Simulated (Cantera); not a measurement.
An isothermal, constant-pressure homogeneous reactor starts with H2 : O2 : N2 = 0.15 : 1 : 2.6 (molar parts), equivalence ratio 0.075, at 900 K and 0.00230 bar.

Cantera simulation using GRI-Mech 3.0 (53 species, 325 reactions); the numbers are that mechanism's predictions, not measurements. Radical loss at walls, strong at low pressure, is not modelled. Below about 950 K walls govern HO2 and H2O2 in real vessels. The temperature is held fixed by assumption; the heat of reaction is taken as removed at once.

x: mole fraction; the columns are a selection and need not sum to one.

| t (s) | x H2 | x O2 | x H2O | x OH | x NO |
|---|---|---|---|---|---|
| 3.00e-5 | 0.0400 | 0.267 | <1e-12 | <1e-12 | <1e-12 |
| 0.000172 | 0.0400 | 0.267 | <1e-12 | <1e-12 | <1e-12 |
| 0.000985 | 0.0400 | 0.267 | <1e-12 | <1e-12 | <1e-12 |
| 0.00565 | 0.0400 | 0.267 | 1.89e-12 | <1e-12 | <1e-12 |
| 0.0324 | 0.0400 | 0.267 | 4.46e-10 | 5.73e-11 | <1e-12 |
| 0.185 | 0.0129 | 0.254 | 0.0198 | 0.000958 | 2.94e-9 |
| 1.06 | … | 0.249 | 0.0378 | … | … |
| 6.09 | 2.06e-5 | 0.252 | 0.0407 | 6.81e-5 | 1.95e-7 |
| 34.9 | 4.53e-7 | 0.252 | 0.0408 | 1.05e-5 | 1.94e-7 |
| 200 | 2.68e-8 | 0.252 | 0.0408 | 2.70e-6 | 1.94e-7 |

**Question.** Fill in the missing entries.

**Answer.** 
- 1.06, x H2: 0.000540
- 1.06, x OH: 0.000388
- 1.06, x NO: 1.73e-7
